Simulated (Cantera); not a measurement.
A perfectly stirred reactor is fed with NO : N2 = 1 : 0.69 (molar parts), at 13.5 Torr; it is held at 1823 K, and followed from long to short residence time.

Model: GRI-Mech 3.0 (53 species, 325 reactions), integrated in Cantera. Radical loss at walls, strong at low pressure, is not modelled.

Problem. What does this change do: temperature 1823 to 1748 K?

Solution. 
```json
[
 {"quantity": "x(NO) at τ = 7.80 s", "before": "0.550", "after": "0.574"},
 {"quantity": "x(O) at τ = 7.80 s", "before": "0.000215", "after": "8.14e-5"},
 {"quantity": "x(NO2) at τ = 7.80 s", "before": "5.32e-5", "after": "4.47e-5"},
 {"quantity": "x(N2O) at τ = 7.80 s", "before": "1.00e-4", "after": "0.000111"},
 {"quantity": "x(N2) at τ = 7.80 s", "before": "0.429", "after": "0.417"},
 {"quantity": "x(NO) at τ = 0.110 s", "before": "0.591", "after": "0.591"},
 {"quantity": "x(O) at τ = 0.110 s", "before": "9.39e-5", "after": "4.01e-5"},
 {"quantity": "x(NO2) at τ = 0.110 s", "before": "1.83e-5", "after": "1.76e-5"},
 {"quantity": "x(N2O) at τ = 0.110 s", "before": "7.87e-5", "after": "5.60e-5"},
 {"quantity": "x(N2) at τ = 0.110 s", "before": "0.408", "after": "0.408"}
]
```

Problem. What does this change do: 0.12 parts H2O added?

Solution. 
| quantity | before | after |
|---|---|---|
| x(NO) at τ = 7.80 s | 0.550 | 0.509 |
| x(O) at τ = 7.80 s | 0.000215 | 0.000177 |
| x(NO2) at τ = 7.80 s | 5.32e-5 | 4.94e-5 |
| x(N2O) at τ = 7.80 s | 1.00e-4 | 3.99e-5 |
| x(N2) at τ = 7.80 s | 0.429 | 0.403 |
| x(NO) at τ = 0.110 s | 0.591 | 0.552 |
| x(O) at τ = 0.110 s | 9.39e-5 | 1.50e-5 |
| x(NO2) at τ = 0.110 s | 1.83e-5 | 2.15e-5 |
| x(N2O) at τ = 0.110 s | 7.87e-5 | 4.62e-5 |
| x(N2) at τ = 0.110 s | 0.408 | 0.381 |
